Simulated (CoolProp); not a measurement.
Vapour-liquid equilibrium of acetone (1) + cyclohexane (2) at 0.253 MPa; x and y are mole fractions of (1).

Computed with CoolProp (multi-fluid Helmholtz-energy mixture model, Lemmon 2006 and Zhou 2014; pair parameters Bell 2016).

### Question
Give the bubble temperature and the first vapour's composition at x = 0.15, 0.25, 0.55. Is there an azeotrope?

### Answer
x = 0.15: 366.8 K, y = 0.467; x = 0.25: 362.2 K, y = 0.557; x = 0.55: 357.7 K, y = 0.674. y crosses x between x = 0.75 and 0.85: the model has an azeotrope there.

The pair parameters rest on a limited set of measurements; away from them the model extrapolates.
